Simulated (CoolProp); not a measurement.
Vapour-liquid equilibrium of ethane (1) + CHF3 (R23) (2) at 0.457 MPa; x and y are mole fractions of (1).

Values from CoolProp's multi-fluid Helmholtz-energy mixture model, Bücker 2006 and Penoncello 2003; pair parameters Bell 2016.

**Question.** Give the bubble temperature and the first vapour's composition at x = 0.25, 0.65, 0.95. Is there an azeotrope?

**Answer.** x = 0.25: -65.2 °C, y = 0.514; x = 0.65: -65.6 °C, y = 0.555; x = 0.95: -59.5 °C, y = 0.821. y crosses x between x = 0.45 and 0.55: the model has an azeotrope there.

The pair parameters rest on a limited set of measurements; away from them the model extrapolates. With so large a gap from Raoult's law the liquid may split in two, which this calculation doesn't test in full.
